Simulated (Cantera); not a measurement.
**Thermodynamics of iron carbonyl, mercury and lead vapours, feed Pb + CO + N₂ + H₂**

A closed system holds: 1 mol Pb, 0.17 mol CO, 0.29 mol N₂, 0.0017 mol H₂, at 7.20 Torr.

Cantera equilibrium calculation (NASA polynomials, part measured and part estimated; ideal gas, pure solids and liquids). Candidate condensed phases: C, C₆H₆, C₇H₈, C₈H₁₈, H₂O, Pb, PbO, PbO₂, Pb₃O₄; 139 gas species. Kinetics and transport are ignored.

```json
[
 {"T (°C)": "802", "x N₂": "0.623", "x CO": "0.365", "x Pb": "0.00791", "x H₂": "0.00365", "n C(graphite)": "8.13e-5", "n Pb(l)": "0.996"},
 {"T (°C)": "827", "x N₂": "0.620", "x CO": "0.363", "x Pb": "0.0126", "x H₂": "0.00363", "n C(graphite)": "5.23e-5", "n Pb(l)": "0.994"},
 {"T (°C)": "852", "x N₂": "0.616", "x CO": "0.361", "x Pb": "0.0197", "x H₂": "0.00361", "n C(graphite)": "3.41e-5", "n Pb(l)": "0.991"},
 {"T (°C)": "877", "x N₂": "0.609", "x CO": "0.357", "x Pb": "0.0302", "x H₂": "0.00357", "n C(graphite)": "2.23e-5", "n Pb(l)": "0.986"},
 {"T (°C)": "902", "x N₂": "0.600", "x CO": "0.351", "x Pb": "0.0454", "x H₂": "0.00351", "n C(graphite)": "0", "n Pb(l)": "0.978"},
 {"T (°C)": "927", "x N₂": "0.586", "x CO": "0.344", "x Pb": "0.0670", "x H₂": "0.00343", "n C(graphite)": "0", "n Pb(l)": "0.967"},
 {"T (°C)": "952", "x N₂": "0.567", "x CO": "0.332", "x Pb": "0.0973", "x H₂": "0.00332", "n C(graphite)": "0", "n Pb(l)": "0.950"}
]
```
x: gas mole fraction; n: condensed amount in mol.

From 802 °C to 877 °C the condensed part is C(graphite) + Pb(l). From 902 °C to 952 °C the condensed part is Pb(l). The main Pb-bearing gas is Pb throughout. The share of Pb in condensed phases is highest at 802 °C (99.6 %) and lowest at 952 °C (95.0 %).
